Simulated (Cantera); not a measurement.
What does this Cantera script print?

```python
import numpy as np
import cantera as ct

gas_names = """
    AL ALH ALN AL2 H H2 N NH NH2 NH3 N2 N2H2 N2H4
""".split()
cond_names = """
    AL(cr) AL(L) ALN(s)
""".split()


# ... load() reads the species with a 1 bar reference pressure and builds the phases ...
atoms = {
    'Al': {'AL': 1},
    'NH3': {'N': 1, 'H': 3},
    'H2': {'H': 2},
}
top_T = {'ALN(s)': 2750}  # K; cautious upper limits of use, not melting points


# ... equilibrate(T, P, feed) seeds the gas with the atoms and calls Mixture.equilibrate('TP', solver="vcs", rtol=1e-11, max_steps=5000) ...
results = []
feed = {'Al': 1, 'NH3': 4, 'H2': 150}  # mol
T = 1500  # K
P = 10000  # Pa
mix = equilibrate(T, P, feed)
results.append((T, P, feed, dict(zip(mix.species_names, mix.species_moles))))
print(gas.report(threshold=0.0001))
for i in range(1, mix.n_phases):
    print(f"{mix.phase(i).name:16s} {mix.phase_moles(i):12.5e} mol")
```

Output:

```
       temperature   1500 K
          pressure   10000 Pa
           density   0.0018149 kg/m^3
  mean mol. weight   2.2635 kg/kmol
   phase of matter   gas

                          1 kg             1 kmol
                     ---------------   ---------------
          enthalpy        1.6065e+07        3.6364e+07  J
   internal energy        1.0555e+07        2.3893e+07  J
           entropy             87955        1.9909e+05  J/K
    Gibbs function       -1.1587e+08       -2.6227e+08  J
 heat capacity c_p             14306             32381  J/K
 heat capacity c_v             10632             24067  J/K

                      mass frac. Y      mole frac. X     chem. pot. / RT
                     ---------------   ---------------   ---------------
                H2           0.88211           0.99042           -20.915
                N2           0.11786         0.0095233           -32.969
     [  +11 minor]        2.9485e-05        5.6021e-05

AL(L)             0.00000e+00 mol
ALN(s)            9.99996e-01 mol
```

Method: chemical equilibrium by Gibbs-energy minimisation in Cantera with the NASA 1993 tables (ideal gas, pure condensed phases).
